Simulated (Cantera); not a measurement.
A Cantera script and what it prints.

```python
import numpy as np
import cantera as ct

gas_names = """
    O2 ZrO2 PbO NbO2 AL2O B2O3
""".split()
cond_names = """
    Zr(a) Zr(b) Zr(L) Pb(cr) Pb(L) Nb(cr) Nb(L) AL(cr) AL(L) B(b) B(L)
""".split()


# ... load() reads the species with a 1 bar reference pressure and builds the phases ...
species = {s.name: s for s in load("nasa_gas.yaml", gas_names) + load("nasa_condensed.yaml", cond_names)}
# Each term lists the table entries of one substance; the one whose range holds T is used.
reactions = {
    'Zr + O2(g) = ZrO2(g)':
        [(-1, ['Zr(a)', 'Zr(b)', 'Zr(L)']), (-1, ['O2']), (1, ['ZrO2'])],
    '2 Pb + O2(g) = 2 PbO(g)':
        [(-2, ['Pb(cr)', 'Pb(L)']), (-1, ['O2']), (2, ['PbO'])],
    'Nb + O2(g) = NbO2(g)':
        [(-1, ['Nb(cr)', 'Nb(L)']), (-1, ['O2']), (1, ['NbO2'])],
    '4 Al + O2(g) = 2 Al2O(g)':
        [(-4, ['AL(cr)', 'AL(L)']), (-1, ['O2']), (2, ['AL2O'])],
    '1.333 B + O2(g) = 0.6667 B2O3(g)':
        [(-1.3333333333333333, ['B(b)', 'B(L)']), (-1, ['O2']), (0.6666666666666666, ['B2O3'])],
}


def pick(names, T):
    return next(species[n] for n in names if species[n].thermo.min_temp <= T <= species[n].thermo.max_temp)


results = []
for label, terms in reactions.items():
    print(label)
    print("     T/K   dH/kJ  dS/(J/K)   dG/kJ   log10 K")
    for T in [875, 1025, 1175, 1325, 1475, 1625, 1775, 1925]:
        used = [(nu, pick(names, T)) for nu, names in terms]
        dH = sum(nu * s.thermo.h(T) for nu, s in used) / 1e6
        dS = sum(nu * s.thermo.s(T) for nu, s in used) / 1e3
        dG = dH - T * dS / 1e3
        logK = -dG * 1e6 / (ct.gas_constant * T * np.log(10))
        results.append((label, T, dH, dS, dG, logK, [s.name for _, s in used]))
        print(f"{T:8g} {dH:8.1f} {dS:8.1f} {dG:8.1f} {logK:8.2f}")
```

Result:

```
Zr + O2(g) = ZrO2(g)
     T/K   dH/kJ  dS/(J/K)   dG/kJ   log10 K
     875   -290.1     22.5   -309.7    18.49
    1025   -291.4     21.0   -313.0    15.95
    1175   -296.9     16.1   -315.9    14.04
    1325   -298.1     15.2   -318.2    12.55
    1475   -299.3     14.3   -320.5    11.35
    1625   -300.8     13.4   -322.5    10.37
    1775   -302.4     12.4   -324.5     9.55
    1925   -304.3     11.4   -326.3     8.85
2 Pb + O2(g) = 2 PbO(g)
     T/K   dH/kJ  dS/(J/K)   dG/kJ   log10 K
     875    119.8    108.8     24.5    -1.46
    1025    116.8    105.7      8.4    -0.43
    1175    113.9    103.1     -7.2     0.32
    1325    111.1    100.9    -22.5     0.89
    1475    108.4     98.9    -37.5     1.33
    1625    105.6     97.1    -52.2     1.68
    1775    102.9     95.5    -66.6     1.96
    1925    100.0     94.0    -80.8     2.19
Nb + O2(g) = NbO2(g)
     T/K   dH/kJ  dS/(J/K)   dG/kJ   log10 K
     875   -204.0     23.5   -224.6    13.40
    1025   -205.1     22.4   -228.0    11.62
    1175   -206.2     21.3   -231.3    10.28
    1325   -207.4     20.4   -234.4     9.24
    1475   -208.8     19.4   -237.4     8.41
    1625   -210.3     18.4   -240.2     7.72
    1775   -211.9     17.4   -242.9     7.15
    1925   -213.8     16.4   -245.4     6.66
4 Al + O2(g) = 2 Al2O(g)
     T/K   dH/kJ  dS/(J/K)   dG/kJ   log10 K
     875   -307.2    156.7   -444.3    26.52
    1025   -356.5    104.0   -463.1    23.60
    1175   -362.5     98.5   -478.3    21.26
    1325   -368.6     93.6   -492.7    19.42
    1475   -374.6     89.3   -506.4    17.93
    1625   -380.7     85.4   -519.5    16.70
    1775   -386.8     81.8   -532.0    15.66
    1925   -392.9     78.5   -544.0    14.76
1.333 B + O2(g) = 0.6667 B2O3(g)
     T/K   dH/kJ  dS/(J/K)   dG/kJ   log10 K
     875   -558.9    -26.2   -535.9    31.99
    1025   -559.5    -26.9   -532.0    27.11
    1175   -560.2    -27.5   -527.9    23.47
    1325   -560.9    -28.1   -523.7    20.65
    1475   -561.7    -28.7   -519.5    18.40
    1625   -562.6    -29.2   -515.1    16.56
    1775   -563.5    -29.8   -510.7    15.03
    1925   -564.5    -30.3   -506.2    13.74
```

Source: NASA polynomial tables (part measured, part estimated), evaluated in Cantera. Condensed species are held in their standard states even where they would react or evaporate.
